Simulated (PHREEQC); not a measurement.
KOH is added in steps, without added water, to 1 kg of water holding 9 mmol/kgw H3PO4, at 25 °C. Oxygen alone is held at its pressure in air (log pO2 = -0.68). CO2 from the air is kept out. Precipitation was switched off in this run.

Base run: PHREEQC, ion-association model, wateq4f.dat. Each further column changes one thing. The table gives H3PO4 (mol/kgw).

```csv
KOH added (mol),base,Davies equation for every ion,all activity coefficients set to 1,metal-ligand complexes left out,database phreeqc.dat
0,0.00364,0.00363,0.00387,0.00364,0.00364
0.001667,0.00312,0.00311,0.00333,0.00312,0.00312
0.004167,0.00222,0.00221,0.00238,0.00222,0.00222
0.005833,0.00152,0.00151,0.00164,0.00152,0.00152
0.008333,0.000345,0.000342,0.000374,0.000345,0.000345
0.01,7.29e-7,7.31e-7,5.94e-7,7.20e-7,7.29e-7
0.01167,1.76e-7,1.77e-7,1.40e-7,1.74e-7,1.76e-7
0.01417,3.44e-8,3.45e-8,2.66e-8,3.39e-8,3.44e-8
0.01583,8.47e-9,8.50e-9,6.44e-9,8.33e-9,8.47e-9
0.01833,3.95e-14,3.93e-14,3.40e-14,4.09e-14,4.21e-14
0.02,0,0,0,0,0
```

H3PO4, which wateq4f.dat lacks, is added to it with the constant of phreeqc.dat.  phreeqc.dat and wateq4f.dat share most of their constants, so their agreement is no independent check.
